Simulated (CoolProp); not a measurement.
Tetradecamethylhexasiloxane (MD4M) at 298.15 K and 2.12 MPa is throttled through a valve to 1.05 MPa with no heat exchange. Each further row changes one setting.

Values from CoolProp's reference Helmholtz-energy equation of state, Thol 2019.

| case | temperature change (K) | final density (kg/m³) |
|---|---|---|
| as stated | (withheld) | 887 |
| outlet pressure 0.315 MPa | +0.8 | (withheld) |
| outlet pressure 1.37 MPa | +0.3 | (withheld) |

**Question.** Complete the blanks.

**Answer.** 
- as stated, temperature change (K): +0.5
- outlet pressure 0.315 MPa, final density (kg/m³): 886
- outlet pressure 1.37 MPa, final density (kg/m³): 888
